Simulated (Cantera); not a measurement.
A freely propagating, adiabatic, planar premixed flame of H2 : O2 : N2 = 1 : 0.758 : 2.85 (molar parts), unburnt at 450 K and 1350 Torr; mixture-averaged transport, grid criteria slope 0.08 and curve 0.16, no radiation.

Computed with Cantera and the H2/O2 subset of GRI-Mech 3.0, which has no nitrogen chemistry. Burning velocities carry a grid error of a few per cent, more on coarse grids. Lean hydrogen flames are cellular in practice and burn faster than this planar one.

Q: How do the results move with these cheaper or finer settings: unity-Lewis-number transport; multicomponent transport; multicomponent+Soret transport; grid criteria slope 0.5, curve 1; grid criteria slope 0.25, curve 0.5; grid criteria slope 0.03, curve 0.06?

A: 
```json
[
 {"setting": "as above", "laminar burning velocity": "221 cm/s", "thermal thickness": "0.187 mm", "peak x(OH)": "0.0106", "peak x(H)": "0.0129", "grid points": "108"},
 {"setting": "unity-Lewis-number transport", "laminar burning velocity": "219 cm/s", "thermal thickness": "0.144 mm", "peak x(OH)": "0.0121", "peak x(H)": "0.0227", "grid points": "112"},
 {"setting": "multicomponent transport", "laminar burning velocity": "220 cm/s", "thermal thickness": "0.185 mm", "peak x(OH)": "0.0106", "peak x(H)": "0.0129", "grid points": "108"},
 {"setting": "multicomponent+Soret transport", "laminar burning velocity": "196 cm/s", "thermal thickness": "0.186 mm", "peak x(OH)": "0.0101", "peak x(H)": "0.0115", "grid points": "109"},
 {"setting": "grid criteria slope 0.5, curve 1", "laminar burning velocity": "263 cm/s", "thermal thickness": "0.219 mm", "peak x(OH)": "0.0105", "peak x(H)": "0.0143", "grid points": "38"},
 {"setting": "grid criteria slope 0.25, curve 0.5", "laminar burning velocity": "229 cm/s", "thermal thickness": "0.196 mm", "peak x(OH)": "0.0104", "peak x(H)": "0.0133", "grid points": "51"},
 {"setting": "grid criteria slope 0.03, curve 0.06", "laminar burning velocity": "220 cm/s", "thermal thickness": "0.184 mm", "peak x(OH)": "0.0107", "peak x(H)": "0.0130", "grid points": "253"}
]
```
Unity Lewis numbers drop preferential diffusion, which matters most where H2 and H carry the flame; Soret adds thermal diffusion.
